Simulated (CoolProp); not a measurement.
Vapour pressure (bar) of benzene: the reference equation beside estimates from Tc = 562.0 K, pc = 49.06 bar, ω = 0.211. Clausius-Clapeyron is anchored at 445 K with a constant enthalpy of vaporisation of 24.60 kJ/mol.

The numbers come from the reference Helmholtz-energy equation of state, Thol 2012 in CoolProp.

```tsv
T (K)	reference	Clausius-Clapeyron	Redlich-Kwong	Soave-Redlich-Kwong
440.3	8.138	8.268	10.38	8.199
442.7	8.509	8.575	10.80	8.577
445	8.876	8.876	11.21	8.951
447.4	9.272	9.198	11.65	9.353
449.8	9.680	9.529	12.10	9.769
452.1	10.08	9.853	12.55	10.18
454.5	10.52	10.20	13.02	10.62
456.9	10.97	10.55	13.51	11.08
459.2	11.41	10.90	13.99	11.53
461.6	11.88	11.27	14.51	12.02
463.9	12.35	11.64	15.01	12.50
466.3	12.86	12.03	15.55	13.01
468.7	13.38	12.42	16.10	13.54
471	13.89	12.81	16.64	14.06
```

Absolute difference from the reference over all 14 rows, mean and median: Clausius-Clapeyron 3.6 and 3.4 %, Redlich-Kwong 23.6 and 23.5 %, Soave-Redlich-Kwong 1.0 and 1.0 %.
